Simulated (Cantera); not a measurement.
What does this Cantera script print?

```python
import numpy as np
import cantera as ct

gas_names = [...]  # 136 gases of nasa_gas.yaml made of C, H, N, O
cond_names = """
    C(gr) C6H6(L) C7H8(L) C8H18(L),n-octa H2O(s) H2O(L)
""".split()


# ... load() reads the species with a 1 bar reference pressure and builds the phases ...
atoms = {
    'acetone': {'C': 3, 'H': 6, 'O': 1},
    'NH3': {'N': 1, 'H': 3},
}
top_T = {'C(gr)': 4500}  # K; cautious upper limits of use, not melting points


# ... equilibrate(T, P, feed) seeds the gas with the atoms and calls Mixture.equilibrate('TP', solver="vcs", rtol=1e-11, max_steps=5000) ...
results = []
feed = {'acetone': 1, 'NH3': 0.81}  # mol
P = 41  # Pa
for T in [2300, 2325, 2350, 2375, 2400, 2425, 2450, 2475, 2500]:
    mix = equilibrate(T, P, feed)
    results.append((T, P, feed, dict(zip(mix.species_names, mix.species_moles))))

top = {s: max(r[3][s] / sum(r[3][g] for g in gas_names) for r in results) for s in gas_names}
cols = sorted((s for s in top if top[s] > 1e-05), key=lambda s: -top[s])[:9]
seen = [c for c in cond_names if any(r[3].get(c, 0) > 1e-12 for r in results)]
print("log10 of partial pressures in bar; condensed amounts in mol")
print(f"{'T/K':>10s}" + "".join(f"{s[:9]:>10s}" for s in cols + seen))
for T, P, feed, n in results:
    ng = sum(n[g] for g in gas_names)
    print(f"{T:10.4g}" + "".join(f"{np.log10(max(n[s] / ng * P / 1e5, 1e-99)):10.3f}" for s in cols)
          + "".join(f"{n.get(c, 0):10.4g}" for c in seen))
```

Result:

```
log10 of partial pressures in bar; condensed amounts in mol
       T/K         H        H2        CO        N2       HCN C2H2,acet        C3        CN       HNC     C(gr)
      2300    -3.876    -3.724    -4.214    -4.634    -5.565    -6.088    -7.777    -7.089    -6.606     1.921
      2325    -3.835    -3.752    -4.222    -4.644    -5.553    -6.063    -7.578    -6.989    -6.578     1.915
      2350    -3.796    -3.783    -4.231    -4.655    -5.542    -6.041    -7.384    -6.891    -6.554     1.909
      2375    -3.759    -3.817    -4.241    -4.666    -5.534    -6.024    -7.194    -6.795    -6.532     1.902
      2400    -3.725    -3.854    -4.251    -4.678    -5.529    -6.011    -7.008    -6.702    -6.512     1.894
      2425    -3.694    -3.894    -4.260    -4.689    -5.526    -6.002    -6.827    -6.610    -6.496     1.886
      2450    -3.666    -3.938    -4.270    -4.701    -5.524    -5.997    -6.649    -6.521    -6.481     1.875
      2475    -3.640    -3.984    -4.280    -4.712    -5.526    -5.996    -6.474    -6.434    -6.470     1.862
      2500    -3.617    -4.034    -4.290    -4.724    -5.529    -6.000    -6.304    -6.349    -6.460     1.846
```

These are equilibrium values from Cantera (NASA tables, ideal gas, pure condensed phases), not measurements of a reactor. The feed counts by its element totals alone.
